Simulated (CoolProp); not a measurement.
Oxygen at 661.64 K and 0.106 MPa is throttled through a valve to 0.0296 MPa with no heat exchange. Each further row changes one setting.

Computed with CoolProp (reference Helmholtz-energy equation of state, Schmidt 1985).

| case | final density (kg/m³) |
|---|---|
| as stated | ? |
| outlet pressure 0.00888 MPa | ? |
| outlet pressure 0.0385 MPa | ? |

Question: Complete the blanks.

Answer: 
- as stated, final density (kg/m³): 0.172
- outlet pressure 0.00888 MPa, final density (kg/m³): 0.0517
- outlet pressure 0.0385 MPa, final density (kg/m³): 0.224

Above 300 K oxygen's equation is extrapolated.
